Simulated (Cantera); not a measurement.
Input (Python, Cantera) and output of one run.

```python
import numpy as np
import cantera as ct

gas_names = """
    CL CL2 H HCL H2 N NH NH2 NH3 N2 N2H2 N2H4 Si SiCL SiCL2 SiCL3 SiCL4 SiH SiHCL3 SiH2 SiH2CL2 SiH3
    SiH3CL SiH4 SiN Si2 Si2N Si3
""".split()
cond_names = """
    NH4CL(a) NH4CL(b) Si(cr) Si(L) Si3N4(a)
""".split()


# ... load() reads the species with a 1 bar reference pressure and builds the phases ...
atoms = {
    'SiHCl3': {'Si': 1, 'H': 1, 'CL': 3},
    'NH3': {'N': 1, 'H': 3},
}
top_T = {'Si3N4(a)': 2400}  # K; cautious upper limits of use, not melting points


# ... equilibrate(T, P, feed) seeds the gas with the atoms and calls Mixture.equilibrate('TP', solver="vcs", rtol=1e-11, max_steps=5000) ...
results = []
T = 1348.15  # K
P = 2700  # Pa
for m in [2.7, 3.3, 3.9, 4.7, 5.7, 6.8, 8.2, 9.8, 12]:
    feed = {'SiHCl3': 1, 'NH3': m}  # mol
    mix = equilibrate(T, P, feed)
    results.append((T, P, feed, dict(zip(mix.species_names, mix.species_moles))))

top = {s: max(r[3][s] / sum(r[3][g] for g in gas_names) for r in results) for s in gas_names}
cols = sorted((s for s in top if top[s] > 0.001), key=lambda s: -top[s])[:7]
seen = [c for c in cond_names if any(r[3].get(c, 0) > 1e-12 for r in results)]
print("log10 of partial pressures in bar; condensed amounts in mol")
print(f"{'n(NH3)':>10s}" + "".join(f"{s[:9]:>10s}" for s in cols + seen))
for T, P, feed, n in results:
    ng = sum(n[g] for g in gas_names)
    print(f"{feed['NH3']:10.4g}" + "".join(f"{np.log10(max(n[s] / ng * P / 1e5, 1e-99)):10.3f}" for s in cols)
          + "".join(f"{n.get(c, 0):10.4g}" for c in seen))
```

Output:

```
log10 of partial pressures in bar; condensed amounts in mol
    n(NH3)        H2       HCL        N2     SiCL4     SiCL2     SiCL3  Si3N4(a)
       2.7    -1.881    -1.994    -2.505    -3.504    -3.838    -4.021    0.2854
       3.3    -1.855    -2.040    -2.447    -3.778    -3.994    -4.236    0.2999
       3.9    -1.834    -2.086    -2.405    -4.030    -4.134    -4.433    0.3093
       4.7    -1.813    -2.144    -2.365    -4.333    -4.299    -4.666    0.3169
       5.7    -1.793    -2.211    -2.330    -4.660    -4.474    -4.918    0.3222
       6.8    -1.778    -2.275    -2.304    -4.968    -4.637    -5.153    0.3254
       8.2    -1.764    -2.347    -2.280    -5.297    -4.809    -5.404    0.3277
       9.8    -1.752    -2.417    -2.262    -5.613    -4.973    -5.643    0.3292
        12    -1.742    -2.498    -2.245    -5.971    -5.158    -5.915    0.3303
```

These are equilibrium values from Cantera (NASA tables, ideal gas, pure condensed phases), not measurements of a reactor. The tables' values for SiCl3 are old estimates; treat these amounts as uncertain.
